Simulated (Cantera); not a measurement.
Input: 1 mol PbCl₂, 210 mol N₂, held at 1052 °C and 0.260 Pa.

Cantera equilibrium calculation (NASA polynomials, part measured and part estimated; ideal gas, pure solids and liquids). Kinetics and transport are ignored.

```tsv
species	before	after
N₂	0.988	0.994
PbCl₂	0.000103	0.00342
PbCl	0.00159	0.00114
Cl	0.00761	0.000998
PbCl₄	2.02e-9	0.000123
Pb	0.00301	5.26e-5
```
Gas species are given as mole fractions.

### Question
What was changed between the two runs?
(A) temperature from 1052 °C to 825 °C
(B) N₂ from 210 to 16 mol
(C) N₂ from 210 to 110 mol
(D) N₂ from 210 to 45 mol

### Answer
A, temperature from 1052 °C to 825 °C. The tables' values for PbCl₄ are old estimates; treat these amounts as uncertain
